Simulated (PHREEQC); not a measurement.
Dissolve 120 mmol/kgw H2SO4, 15 mmol/kgw K2SO4 and 0.18 mmol/kgw CO2 at 25 °C. Closed to the air; pH follows from the charge balance.

Model: ion-association model, wateq4f.dat, run in PHREEQC.

The ionic strength comes out as 0.186 mol/kgw. What activity coefficients do K+, H+, KSO4-, HSO4-, SO4-2 get?

K+ 0.72, H+ 0.80, KSO4- 0.75, HSO4- 0.73, SO4-2 0.30.

No solid was allowed to form. Complexes and solids missing from the database can't appear.
